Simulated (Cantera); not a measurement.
Input: 1 mol Si, 4.2 mol CO, 41 mol N2, at 1.00 bar.

Method: chemical equilibrium by Gibbs-energy minimisation in Cantera with the NASA 1993 tables (ideal gas, pure condensed phases). Candidate condensed phases: C, Si, SiC, SiO2, Si2N2O, Si3N4; 34 gas species. Mutual solubility and eutectic melting of coexisting phases are not modelled. The numbers say what is thermodynamically allowed, not how fast it happens.

x: gas mole fraction; n: condensed amount in mol.

```
T (K)   x N2    x CO     x SiO  x Si    x CO2  n C(graphite)  n Si2N2O(s)  n SiC(s)
-----  -----  ------  --------  ----  -------  -------------  -----------  --------
1775   0.916  0.0836  0.000168   ___  6.08e-7          0.504        0.496         0
1800   0.916  0.0836  0.000246   ___  5.21e-7          0.505        0.495         0
1825   0.916  0.0835  0.000358   ___  4.49e-7          0.508        0.492         0
1850   0.916  0.0834  0.000515   ___  3.88e-7          0.511        0.489         0
1875   0.913  0.0865  0.000811   ___  4.25e-7              0        0.309     0.345
1900   0.912  0.0863   0.00125   ___  4.45e-7              0        0.296     0.352
1925   0.912  0.0860   0.00192   ___  4.65e-7              0        0.276     0.362
```

Task: Some entries are withheld; supply them.

Result: 
- 1775, x Si: 1.83e-8
- 1800, x Si: 4.06e-8
- 1825, x Si: 8.82e-8
- 1850, x Si: 1.88e-7
- 1875, x Si: 3.55e-7
- 1900, x Si: 6.61e-7
- 1925, x Si: 1.21e-6
